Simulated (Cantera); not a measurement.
A counterflow diffusion flame at 1200 Torr, nozzles 20 mm apart: fuel side CH₄ : C₂H₆ = 1 : 0.99 (molar parts) at 473 K, oxidiser side O₂ : N₂ = 0.21 : 0.79 (molar parts) at 475 K, fuel mass flux 0.92 times the oxidiser's; mixture-averaged transport, no radiation.

Computed with Cantera and GRI-Mech 3.0 (53 species, 325 reactions). GRI-Mech 3.0 has no aromatics or soot, which form on the fuel side of real flames. The maximum strain rate includes the flame's own expansion and is several times the mean.

x: mole fraction; the columns are a selection and need not sum to one.

```json
[
 {"oxidiser flux (kg/m²/s)": "0.4", "max strain (1/s)": "198", "mean strain (1/s)": "36.8", "T max (K)": "2153", "peak x OH": "0.00749", "peak x H": "0.00327", "peak x NO": "0.000297", "peak x CO": "0.0554", "peak x C₂H₂": "0.0315"},
 {"oxidiser flux (kg/m²/s)": "0.51", "max strain (1/s)": "248", "mean strain (1/s)": "46.9", "T max (K)": "2141", "peak x OH": "0.00755", "peak x H": "0.00343", "peak x NO": "0.000284", "peak x CO": "0.0550", "peak x C₂H₂": "0.0305"},
 {"oxidiser flux (kg/m²/s)": "0.64", "max strain (1/s)": "307", "mean strain (1/s)": "58.8", "T max (K)": "2130", "peak x OH": "0.00761", "peak x H": "0.00359", "peak x NO": "0.000271", "peak x CO": "0.0548", "peak x C₂H₂": "0.0295"},
 {"oxidiser flux (kg/m²/s)": "0.82", "max strain (1/s)": "386", "mean strain (1/s)": "75.4", "T max (K)": "2118", "peak x OH": "0.00765", "peak x H": "0.00377", "peak x NO": "0.000257", "peak x CO": "0.0547", "peak x C₂H₂": "0.0284"},
 {"oxidiser flux (kg/m²/s)": "1", "max strain (1/s)": "465", "mean strain (1/s)": "91.9", "T max (K)": "2108", "peak x OH": "0.00767", "peak x H": "0.00391", "peak x NO": "0.000245", "peak x CO": "0.0546", "peak x C₂H₂": "0.0275"},
 {"oxidiser flux (kg/m²/s)": "1.3", "max strain (1/s)": "593", "mean strain (1/s)": "119", "T max (K)": "2095", "peak x OH": "0.00769", "peak x H": "0.00411", "peak x NO": "0.000227", "peak x CO": "0.0547", "peak x C₂H₂": "0.0263"},
 {"oxidiser flux (kg/m²/s)": "1.7", "max strain (1/s)": "762", "mean strain (1/s)": "156", "T max (K)": "2080", "peak x OH": "0.00765", "peak x H": "0.00430", "peak x NO": "(withheld)", "peak x CO": "0.0548", "peak x C₂H₂": "0.0250"},
 {"oxidiser flux (kg/m²/s)": "2.1", "max strain (1/s)": "926", "mean strain (1/s)": "193", "T max (K)": "2067", "peak x OH": "0.00758", "peak x H": "0.00443", "peak x NO": "(withheld)", "peak x CO": "0.0550", "peak x C₂H₂": "0.0239"},
 {"oxidiser flux (kg/m²/s)": "2.7", "max strain (1/s)": "1170", "mean strain (1/s)": "248", "T max (K)": "2049", "peak x OH": "0.00745", "peak x H": "0.00456", "peak x NO": "(withheld)", "peak x CO": "0.0552", "peak x C₂H₂": "0.0225"}
]
```

Task: Some entries are withheld; supply them.

Result: 
- 1.7, peak x NO: 0.000207
- 2.1, peak x NO: 0.000190
- 2.7, peak x NO: 0.000168
